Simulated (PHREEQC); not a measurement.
# Nickel, zinc or cadmium bath

Consider water at 25 °C with 0.29 mol NiCl2, 7.4e-05 mol KCl and 0.001 mol MnSO4 per kg of water. Closed to the air; pH follows from the charge balance.

Model: ion-association model, wateq4f.dat, run in PHREEQC.

No solid was allowed to form.

**Question.** What pH does the model give?

**Answer.** pH 5.54.

**Question.** In which forms is Ni present?

**Answer.** Ni+2 67 %, NiCl+ 20 %, NiCl2 13 % of the Ni.

Species that the database lacks are ignored.
